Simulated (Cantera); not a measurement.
## Ammonia decomposition in nitride growth gas

An isothermal, constant-pressure homogeneous reactor starts with 10.8 % NH₃, 89.2 % H₂, at 1725 K and 1.01 bar.

Cantera simulation using the gas-phase N/H chemistry of the illustrative SiF4/NH3 mechanism in the Surface Chemkin manual (1991); the numbers are that mechanism's predictions, not measurements. Walls and surfaces, which speed up NH3 decomposition in real reactors, are not modelled.

```csv
t (s),x NH₃,x H₂,x N₂H₂,x N₂,x H
1.00e-6,0.108,0.892,<1e-12,<1e-12,5.32e-8
4.35e-6,0.108,0.892,<1e-12,<1e-12,2.42e-7
1.89e-5,0.108,0.892,<1e-12,<1e-12,1.06e-6
8.23e-5,0.108,0.892,2.35e-11,4.10e-11,4.63e-6
0.000358,0.108,0.892,5.02e-10,1.33e-8,2.01e-5
0.00156,0.107,0.892,9.81e-9,1.67e-6,7.89e-5
0.00678,0.107,0.892,3.63e-8,5.52e-5,0.000140
0.0295,0.107,0.893,3.64e-8,0.000353,0.000141
0.128,0.104,0.894,3.48e-8,0.00162,0.000141
0.558,0.0931,0.900,2.89e-8,0.00650,0.000145
2.43,0.0627,0.917,1.45e-8,0.0202,0.000155
10.6,0.0238,0.938,2.46e-9,0.0378,0.000171
46.0,0.00592,0.948,1.65e-10,0.0459,0.000179
200,0.00135,0.951,8.72e-12,0.0479,0.000181
```
x: mole fraction; the columns are a selection and need not sum to one.

Equilibrium at this temperature and pressure: NH₃ 7.05e-6, H₂ 0.951, N₂H₂ <1e-12, N₂ 0.0485, H 0.000181 (gas phase only).
